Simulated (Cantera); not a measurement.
Standard-state values (1 bar) from the NASA 1993 polynomials, evaluated with Cantera. Values are per mole of reaction as written; species without (g) are pure solids or liquids, kept so even where they would boil at 1 bar.

Problem. Between 948 and 1848 K, where is each reaction favourable under standard conditions?
- NO(g) + SiO(g) ⇌ Si(g) + NO2(g)

Solution. 
- NO(g) + SiO(g) ⇌ Si(g) + NO2(g): ΔG° is 506 kJ at 948 K and 515 kJ at 1848 K; it stays positive (K < 1). ΔH° is 499 kJ and ΔS° -8 J/K at 1848 K.
